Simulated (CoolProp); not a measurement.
Sulfur hexafluoride along the isotherm 84.95 °C: fugacity coefficient from the reference equation and from simpler models built on Tc = 45.6 °C, pc = 3755 kPa, ω = 0.210; each cubic takes its own stable root.

Values from CoolProp's reference Helmholtz-energy equation of state, Guder 2009.

| p (kPa) | phase | reference | van der Waals | Peng-Robinson |
|---|---|---|---|---|
| 512 | gas | 0.9694 | 0.9697 | 0.9645 |
| 1020 | gas | 0.9395 | 0.9399 | 0.9302 |
| 1540 | gas | 0.9092 | 0.9095 | 0.8960 |
| 2050 | gas | 0.8800 | 0.8798 | 0.8633 |
| 2560 | gas | 0.8511 | 0.8501 | 0.8314 |
| 3070 | gas | 0.8225 | 0.8205 | 0.8004 |
| 3580 | gas | 0.7943 | 0.7908 | 0.7701 |
| 4100 | supercritical | 0.7659 | 0.7602 | 0.7401 |
| 4610 | supercritical | 0.7383 | 0.7299 | 0.7115 |
| 5120 | supercritical | 0.7112 | 0.6991 | 0.6838 |
| 5630 | supercritical | 0.6845 | 0.6682 | 0.6571 |
